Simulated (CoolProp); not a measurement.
Saturation properties of C2F6 (R116) (Tc = 293.0 K, pc = 30.48 bar, ω = 0.257).

Computed with CoolProp (reference Helmholtz-energy equation of state, Lemmon 2006). It is a short technical equation, of lower accuracy than the large ones.

```
T (K)  p (bar)  liquid cp (kJ/(kg K))  vapour Z
-----  -------  ---------------------  --------
191.6   0.8381                 0.9334    0.9606
197.1    1.129                 0.9470    0.9513
202.7    1.501                 0.9618    0.9405
208.2    1.952                 0.9772    0.9284
213.8    2.510                 0.9942    0.9146
219.3    3.169                  1.012    0.8994
224.9    3.966                  1.032    0.8822
230.5    4.905                  1.054    0.8632
236      5.980                  1.078    0.8426
241.6    7.245                  1.106    0.8195
247.1    8.671                  1.138    0.7945
252.7    10.33                  1.177    0.7664
258.2    12.17                  1.223    0.7359
263.8    14.29                  1.284    0.7012
```

It boils at 195.1 K under 1 atm.
